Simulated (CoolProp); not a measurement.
Vapour-liquid equilibrium of ethane (1) + C3F8 (R218) (2) at -30.85 °C; x and y are mole fractions of (1).

Values from CoolProp's multi-fluid Helmholtz-energy mixture model, Bücker 2006 and Lemmon 2006; pair parameters Bell 2016.

```csv
x,"bubble pressure, mixture model (bar)","bubble pressure, Raoult's law (bar)","y, mixture model","y, Raoult's law"
0.05,2.215,1.768,0.415,0.293
0.15,?,2.674,0.686,0.582
0.25,5.402,3.580,?,0.724
0.35,6.510,4.486,0.829,0.809
0.45,7.320,5.391,?,0.866
0.55,7.933,6.297,0.877,0.906
0.65,8.452,7.203,0.894,0.936
0.75,8.956,8.109,0.914,0.959
0.85,9.491,9.014,0.939,0.978
0.95,10.07,9.920,0.976,0.993
```

Question: Some entries are withheld; supply them.

Answer: 
- 0.15, bubble pressure, mixture model (bar): 3.947
- 0.25, y, mixture model: 0.782
- 0.45, y, mixture model: 0.857

The largest gap from Raoult's law is +50.9 % in bubble pressure, at x = 0.25. No azeotrope shows between x = 0.05 and 0.95.

The pair parameters rest on a limited set of measurements; away from them the model extrapolates. With so large a gap from Raoult's law the liquid may split in two, which this calculation doesn't test in full.
